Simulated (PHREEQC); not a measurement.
Dissolve 0.077 mol/kgw ZnCl2 and 0.0097 mol/kgw NaOH at 25 °C. Closed to the air; pH follows from the charge balance.

All values are PHREEQC results (ion-association model, wateq4f.dat), not measurements.

Question: The ionic strength comes out as 0.201 mol/kgw. What activity coefficients do ZnCl3-, OH-, ZnCl+, Na+, Zn+2 get?

Answer: ZnCl3- 0.72, OH- 0.71, ZnCl+ 0.72, Na+ 0.74, Zn+2 0.33.

This is a speciation only: nothing precipitates in the calculation. The solution is supersaturated, for example in Zn5(OH)8Cl2, Zn(OH)2-e, so a real one may precipitate; this is no full list.
